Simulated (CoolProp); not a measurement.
Aqueous ethanol as a coolant, at -3 °C, 1 atm.

Computed with CoolProp (Melinder's fits for secondary coolants).

```tsv
mass %	freezing point (°C)	density (kg/m³)	conductivity (W/(m K))	cp (kJ/(kg K))	Prandtl number
13.8	-6.6	981.5	0.478	4.427	43.9
18.7	-10.1	977.5	0.452	4.392	57.4
23.5	-14.1	973.3	0.427	4.312	70.1
28.4	-18.6	…	0.403	4.196	80.7
33.3	-23.3	962.0	0.380	4.060	87.8
38.1	-27.8	954.7	0.359	3.922	91.3
43	-32.1	946.0	0.339	…	…
```

Q: Some entries are withheld; supply them.

A: 
- 28.4, density (kg/m³): 968.3
- 43, cp (kJ/(kg K)): 3.784
- 43, Prandtl number: 91.6
